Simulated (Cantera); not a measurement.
Input: 1 mol C2H5OH, 3.2 mol H2O, 1.5 mol H2, equilibrated at 1650 K and 7.20 bar.

These are equilibrium values from Cantera (NASA tables, ideal gas, pure condensed phases), not measurements of a reactor. Equilibrium is a limit: real reactors are often held back by kinetics, nucleation or transport.

```tsv
species	before	after
H2	0.587	0.773
CO	0.186	0.220
CH4	8.08e-6	0.00572
H2O	0.206	0.000788
CO2	0.0203	6.98e-5
C2H2 (acetylene)	<1e-9	3.53e-5
C2H4	<1e-9	1.43e-5
H	2.59e-5	2.98e-5
C(graphite), mol	0	0.599
```
Gas species are given as mole fractions.

Problem. Which change was made?
A. pressure from 7.20 bar to 1.33 mbar
B. H2O from 3.2 to 0.37 mol
C. 0.31 mol O2 added
D. pressure from 7.20 bar to 10.0 Pa

Solution. B, H2O from 3.2 to 0.37 mol
